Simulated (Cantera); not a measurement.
## Stirred combustor or abatement burner

A perfectly stirred reactor is fed with 5.34 % CH4, 0.747 % CO, 19.7 % O2, 74.2 % N2, equivalence ratio 0.56, at 1.78 atm; it is adiabatic with a 500 K inlet, and is followed from long to short residence time, starting on the burning branch (τ in s: 0.16, 0.072, 0.031, 0.014, 0.0059, 0.0026, 0.0011, 0.00049, 0.00021, 9.3e-05, 4.1e-05).

Cantera simulation using GRI-Mech 3.0 (53 species, 325 reactions); the numbers are that mechanism's predictions, not measurements.

```json
[
 {"τ (s)": "0.16", "T (K)": "1760", "x CH4": "6.59e-6", "x CO": "0.000162", "x O2": "0.0872", "x HO2": "1.16e-6", "x NO": "1.30e-5", "x C2H2": "7.20e-10", "x H": "3.49e-6"},
 {"τ (s)": "0.072", "T (K)": "1758", "x CH4": "1.13e-5", "x CO": "0.000276", "x O2": "0.0872", "x HO2": "1.70e-6", "x NO": "1.11e-5", "x C2H2": "1.40e-9", "x H": "6.92e-6"},
 {"τ (s)": "0.031", "T (K)": "1755", "x CH4": "1.96e-5", "x CO": "0.000488", "x O2": "0.0873", "x HO2": "2.72e-6", "x NO": "9.98e-6", "x C2H2": "2.46e-9", "x H": "1.49e-5"},
 {"τ (s)": "0.014", "T (K)": "1750", "x CH4": "3.27e-5", "x CO": "0.000835", "x O2": "0.0874", "x HO2": "4.37e-6", "x NO": "9.06e-6", "x C2H2": "3.83e-9", "x H": "3.14e-5"},
 {"τ (s)": "0.0059", "T (K)": "1741", "x CH4": "5.72e-5", "x CO": "0.00150", "x O2": "0.0876", "x HO2": "7.39e-6", "x NO": "7.80e-6", "x C2H2": "5.79e-9", "x H": "7.04e-5"},
 {"τ (s)": "0.0026", "T (K)": "1726", "x CH4": "9.84e-5", "x CO": "0.00261", "x O2": "0.0880", "x HO2": "1.21e-5", "x NO": "6.48e-6", "x C2H2": "8.35e-9", "x H": "0.000148"},
 {"τ (s)": "0.0011", "T (K)": "1701", "x CH4": "0.000180", "x CO": "0.00466", "x O2": "0.0890", "x HO2": "2.03e-5", "x NO": "5.22e-6", "x C2H2": "1.27e-8", "x H": "0.000307"},
 {"τ (s)": "0.00049", "T (K)": "1662", "x CH4": "0.000346", "x CO": "0.00816", "x O2": "0.0909", "x HO2": "3.30e-5", "x NO": "4.08e-6", "x C2H2": "2.20e-8", "x H": "0.000560"},
 {"τ (s)": "0.00021", "T (K)": "1584", "x CH4": "0.000891", "x CO": "0.0157", "x O2": "0.0960", "x HO2": "6.08e-5", "x NO": "2.27e-6", "x C2H2": "6.70e-8", "x H": "0.000835"},
 {"τ (s)": "9.3e-5", "T (K)": "500", "x CH4": "0.0534", "x CO": "0.00747", "x O2": "0.197", "x HO2": "<1e-12", "x NO": "<1e-12", "x C2H2": "<1e-12", "x H": "<1e-12"},
 {"τ (s)": "4.1e-5", "T (K)": "500", "x CH4": "0.0534", "x CO": "0.00747", "x O2": "0.197", "x HO2": "<1e-12", "x NO": "<1e-12", "x C2H2": "<1e-12", "x H": "<1e-12"}
]
```
x: mole fraction; the columns are a selection and need not sum to one.
